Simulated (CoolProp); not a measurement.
CH2F2 (R32) along the isotherm 29.75 °C: fugacity coefficient from the reference equation and from simpler models built on Tc = 78.1 °C, pc = 57.83 bar, ω = 0.277; each cubic takes its own stable root.

Computed with CoolProp (reference Helmholtz-energy equation of state, Tillner-Roth 1997).

```
p (bar)   phase  reference  van der Waals  Redlich-Kwong  Soave-Redlich-Kwong  Peng-Robinson
-------  ------  ---------  -------------  -------------  -------------------  -------------
11.1        gas     0.8752         0.9191         0.9015               0.8953         0.8879
22.2     liquid     0.6825         0.8378         0.8037               0.7249         0.7071
33.4     liquid     0.4649         0.7239         0.5776               0.4976         0.4835
44.5     liquid     0.3574         0.5690         0.4482               0.3855         0.3732
55.6     liquid        ___         0.4763         0.3707               0.3183         0.3070
66.7     liquid     0.2500         0.4149         0.3191               0.2736         0.2630
77.8     liquid     0.2195         0.3715         0.2825               0.2419         0.2317
89       liquid     0.1964         0.3390         0.2549               0.2180         0.2081
100      liquid     0.1789         0.3146         0.2340               0.1999         0.1902
111      liquid        ___         0.2954         0.2173               0.1855         0.1759
122      liquid     0.1535         0.2800         0.2038               0.1738         0.1642
133      liquid     0.1440         0.2674            ___               0.1641         0.1546
145      liquid     0.1354         0.2563         0.1826               0.1554         0.1458
```

Fill in the missing entries.


- 55.6, reference: 0.2929
- 111, reference: 0.1649
- 133, Redlich-Kwong: 0.1927

At some of these states van der Waals, Redlich-Kwong gives the other phase, because its saturation line lies elsewhere.
